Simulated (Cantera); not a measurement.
Charge: 1 mol Si, 0.57 mol Cl2, 3.8 mol H2, equilibrated at 352 °C and 0.770 bar.

Cantera equilibrium calculation (NASA polynomials, part measured and part estimated; ideal gas, pure solids and liquids). Candidate condensed phases: Si; 19 gas species. Equilibrium is a limit: real reactors are often held back by kinetics, nucleation or transport.

Base state: H2 0.920, SiCl4 0.0445, SiHCl3 0.0336, SiH2Cl2 0.00138, HCl 5.88e-5, SiH3Cl 1.13e-5 (mole fractions); condensed: Si(s).

### Question
What changes in the equilibrium state with this change: temperature from 352 °C to 252 °C?

### Answer
```csv
species,before,after
H2,0.920,0.920
SiCl4,0.0445,0.0436
SiHCl3,0.0336,0.0350
SiH2Cl2,0.00138,0.00107
HCl,5.88e-5,4.14e-6
SiH3Cl,1.13e-5,5.85e-6
"Si(s), mol",0.678,0.677
```
